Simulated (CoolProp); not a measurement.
A simple Rankine cycle with trans-2-butene: condensing at 305.15 K, boiler at 3.04 MPa, turbine inlet 524 K, turbine efficiency 0.6, pump efficiency 0.8, no recuperator. Each further row changes one setting.

Computed with CoolProp (reference Helmholtz-energy equation of state, Lemmon 2005). It is a short technical equation, of lower accuracy than the large ones.

| case | thermal efficiency (%) | net work (kJ/kg) | heat in (kJ/kg) | turbine exit temperature (K) | volume ratio over the turbine |
|---|---|---|---|---|---|
| as stated | 11.3 | [?] | 776 | [?] | 10.7 |
| condensing temperature 297.15 K | 12.2 | [?] | 795 | [?] | [?] |
| boiler pressure 2.13 MPa | 9.9 | 78.1 | 791 | 478.2 | [?] |
| turbine efficiency 0.5 | 9.3 | 71.9 | 776 | [?] | [?] |

Problem. Fill in the missing entries.

Solution. 
- as stated, net work (kJ/kg): 87.5
- as stated, turbine exit temperature (K): 467.3
- condensing temperature 297.15 K, net work (kJ/kg): 96.8
- condensing temperature 297.15 K, turbine exit temperature (K): 462.6
- condensing temperature 297.15 K, volume ratio over the turbine: 13.6
- boiler pressure 2.13 MPa, volume ratio over the turbine: 7.28
- turbine efficiency 0.5, turbine exit temperature (K): 474.3
- turbine efficiency 0.5, volume ratio over the turbine: 10.8
